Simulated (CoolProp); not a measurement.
Saturated liquid density (kg/m³) of ammonia: the reference equation beside estimates from Tc = 132.4 °C, pc = 11.36 MPa, ω = 0.256. Rackett uses Z = 0.29056 − 0.08775 ω.

Values from CoolProp's reference Helmholtz-energy equation of state, Gao 2020.

```tsv
T (°C)	reference	Rackett	Redlich-Kwong	Soave-Redlich-Kwong	Peng-Robinson
-26.95	673.7	586.5	517.8	534.0	602.8
-18.15	662.6	577.1	508.5	525.5	593.7
-9.25	651.0	567.3	498.7	516.5	583.9
-0.45	639.2	557.3	488.5	507.0	573.6
8.35	627.1	547.1	477.9	497.1	562.7
17.25	614.4	536.4	466.6	486.4	551.0
26.05	601.4	525.4	455.0	475.1	538.6
34.85	587.8	514.1	442.7	463.2	525.3
43.75	573.5	502.0	429.6	450.3	510.9
```

Absolute difference from the reference over all 9 rows, mean and median: Rackett 12.7 and 12.8 %, Redlich-Kwong 23.9 and 23.8 %, Soave-Redlich-Kwong 20.9 and 20.7 %, Peng-Robinson 10.5 and 10.4 %.
